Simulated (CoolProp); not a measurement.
A simple Rankine cycle with the fluoroketone C6F12O (FK-5-1-12): condensing at 305.15 K, boiler at 0.375 MPa, turbine inlet 499 K, turbine efficiency 0.65, pump efficiency 0.6, no recuperator. Each further row changes one setting.

Values from CoolProp's reference Helmholtz-energy equation of state, McLinden 2015.

```csv
case,thermal efficiency (%),net work (kJ/kg),heat in (kJ/kg),turbine exit temperature (K),volume ratio over the turbine
as stated,5.6,15.5,278,482.2,7.00
condensing temperature 297.15 K,6.3,18.1,[?],479.6,9.69
boiler pressure 0.262 MPa,4.6,12.8,279,[?],4.86
turbine efficiency 0.55,[?],[?],278,[?],7.04
```

Q: Complete the blanks.

A: 
- condensing temperature 297.15 K, heat in (kJ/kg): 287
- boiler pressure 0.262 MPa, turbine exit temperature (K): 485.5
- turbine efficiency 0.55, thermal efficiency (%): 4.7
- turbine efficiency 0.55, net work (kJ/kg): 13.0
- turbine efficiency 0.55, turbine exit temperature (K): 484.5
